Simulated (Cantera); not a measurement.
Feed: 1 mol BN, 0.18 mol N2, equilibrated at 0.133 bar.

Method: chemical equilibrium by Gibbs-energy minimisation in Cantera with the NASA 1993 tables (ideal gas, pure condensed phases). Candidate condensed phases: B, BN; 5 gas species. The numbers say what is thermodynamically allowed, not how fast it happens.

x: gas mole fraction; n: condensed amount in mol.

| T (K) | x N2 | x B | x BN | x N | n BN(s) | n B(l) |
|---|---|---|---|---|---|---|
| 2298 | 1.000 | 1.52e-5 | 3.09e-6 | 1.05e-7 | 1.000 | 0 |
| 2398 | 1.000 | ? | ? | ? | 1.000 | 0 |
| 2498 | 1.000 | 0.000431 | 6.06e-5 | 7.86e-7 | 1.000 | 0 |
| 2598 | 0.998 | ? | ? | ? | 0 | 0.999 |
| 2698 | 0.996 | 0.00376 | 0.000386 | 4.37e-6 | 0 | 0.997 |
| 2798 | 0.991 | 0.00829 | 0.000738 | 9.40e-6 | 0 | 0.994 |
| 2898 | 0.981 | 0.0173 | 0.00134 | 1.91e-5 | 0 | 0.987 |
| 2998 | 0.963 | 0.0342 | 0.00233 | 3.70e-5 | 0 | 0.974 |

Task: Complete the blanks.

Result: 
- 2398, x B: 8.70e-5
- 2398, x BN: 1.46e-5
- 2398, x N: 2.99e-7
- 2598, x B: 0.00161
- 2598, x BN: 0.000192
- 2598, x N: 1.92e-6
